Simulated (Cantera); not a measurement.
A Cantera script and what it prints.

```python
import numpy as np
import cantera as ct

gas_names = """
    AL ALN ALO ALO2 AL2 AL2O AL2O2 N NO NO2 NO3 N2 N2O O O2 O3 Si SiN SiO SiO2 Si2 Si2N Si3
""".split()
cond_names = """
    AL(cr) AL(L) ALN(s) AL2O3(a) AL2O3(L) AL2SiO5(an) AL6Si2O13(s) Si(cr) Si(L) SiO2(Lqz) SiO2(hqz)
    SiO2(L) Si2N2O(s) Si3N4(a)
""".split()


# ... load() reads the species with a 1 bar reference pressure and builds the phases ...
atoms = {
    'SiO2': {'Si': 1, 'O': 2},
    'Al2O3': {'AL': 2, 'O': 3},
    'N2': {'N': 2},
}
top_T = {'ALN(s)': 2750, 'AL2SiO5(an)': 2000, 'AL6Si2O13(s)': 2100, 'Si2N2O(s)': 2100, 'Si3N4(a)': 2400}  # K; cautious upper limits of use, not melting points


# ... equilibrate(T, P, feed) seeds the gas with the atoms and calls Mixture.equilibrate('TP', solver="vcs", rtol=1e-11, max_steps=5000) ...
results = []
feed = {'SiO2': 1, 'Al2O3': 0.35, 'N2': 2.9}  # mol
T = 950  # K
P = 89  # Pa
mix = equilibrate(T, P, feed)
results.append((T, P, feed, dict(zip(mix.species_names, mix.species_moles))))
print(gas.report(threshold=0.0001))
for i in range(1, mix.n_phases):
    print(f"{mix.phase(i).name:16s} {mix.phase_moles(i):12.5e} mol")
```

Output:

```
       temperature   950 K
          pressure   89 Pa
           density   0.00031565 kg/m^3
  mean mol. weight   28.014 kg/kmol
   phase of matter   gas

                          1 kg             1 kmol
                     ---------------   ---------------
          enthalpy         7.081e+05        1.9837e+07  J
   internal energy        4.2614e+05        1.1938e+07  J
           entropy             10170        2.8491e+05  J/K
    Gibbs function       -8.9536e+06       -2.5083e+08  J
 heat capacity c_p            1157.5             32427  J/K
 heat capacity c_v            860.73             24112  J/K

                      mass frac. Y      mole frac. X     chem. pot. / RT
                     ---------------   ---------------   ---------------
                N2                 1                 1           -31.755
     [  +22 minor]        1.7972e-15        1.4713e-15

AL(L)             0.00000e+00 mol
ALN(s)            0.00000e+00 mol
AL2O3(a)          0.00000e+00 mol
AL2SiO5(an)       3.50000e-01 mol
AL6Si2O13(s)      0.00000e+00 mol
Si(cr)            0.00000e+00 mol
SiO2(hqz)         6.50000e-01 mol
Si2N2O(s)         0.00000e+00 mol
Si3N4(a)          0.00000e+00 mol
```

These are equilibrium values from Cantera (NASA tables, ideal gas, pure condensed phases), not measurements of a reactor. Condensed phases not in the tables: alloys, solid solutions and most ternary compounds.
